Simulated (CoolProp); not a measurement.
Vapour-liquid equilibrium of propylene (1) + R115 (2) at 278.8 K; x and y are mole fractions of (1).

Model: multi-fluid Helmholtz-energy mixture model, Lemmon 2013 and Lemmon 2016; pair parameters Bell 2016, in CoolProp.

| x | bubble pressure, mixture model (MPa) | bubble pressure, Raoult's law (MPa) | y, mixture model | y, Raoult's law |
|---|---|---|---|---|
| 0.05 | 0.5583 | 0.5330 | 0.097 | 0.065 |
| 0.125 | 0.6042 | 0.5453 | 0.218 | 0.158 |
| 0.2 | 0.6439 | 0.5576 | 0.315 | 0.247 |
| 0.275 | 0.6772 | 0.5699 | 0.395 | 0.332 |
| 0.35 | 0.7042 | 0.5822 | 0.462 | 0.414 |
| 0.425 | 0.7253 | 0.5945 | 0.520 | 0.492 |
| 0.5 | 0.7409 | 0.6068 | 0.572 | 0.568 |
| 0.575 | 0.7515 | 0.6192 | 0.620 | 0.640 |
| 0.65 | 0.7573 | 0.6315 | 0.667 | 0.709 |
| 0.725 | 0.7581 | 0.6438 | 0.716 | 0.776 |
| 0.8 | 0.7528 | 0.6561 | 0.771 | 0.840 |
| 0.875 | 0.7396 | 0.6684 | 0.837 | 0.902 |
| 0.95 | 0.7148 | 0.6807 | 0.923 | 0.961 |

The largest gap from Raoult's law is +22.1 % in bubble pressure, at x = 0.5. y crosses x between x = 0.65 and 0.725: the model has an azeotrope there.

The pair parameters rest on a limited set of measurements; away from them the model extrapolates.
